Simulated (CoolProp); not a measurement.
Properties of ethylene along the isobar 0.377 MPa (Tc = 282.4 K, pc = 5.042 MPa, ω = 0.087).

Model: reference Helmholtz-energy equation of state, Smukala 2000, in CoolProp.

```csv
T (K),phase,cv (kJ/(kg K)),speed of sound (m/s),isothermal compressibility (1/MPa),expansivity (1/kK)
196.1,gas,1.026,261.8,2.916,6.679
217.2,gas,1.039,278.4,2.829,5.540
238.4,gas,1.075,292.9,2.778,4.801
259.5,gas,1.126,305.7,2.747,4.272
280.7,gas,1.186,317.5,2.725,3.863
301.9,gas,1.253,328.5,2.709,3.536
323,gas,1.324,338.9,2.698,3.266
344.2,gas,1.398,348.8,2.689,3.038
365.4,gas,1.473,358.3,2.682,2.841
386.5,gas,1.548,367.4,2.677,2.671
407.7,gas,1.623,376.3,2.673,2.521
428.8,gas,1.696,385.0,2.669,2.388
450,gas,1.768,393.5,2.666,2.269
```
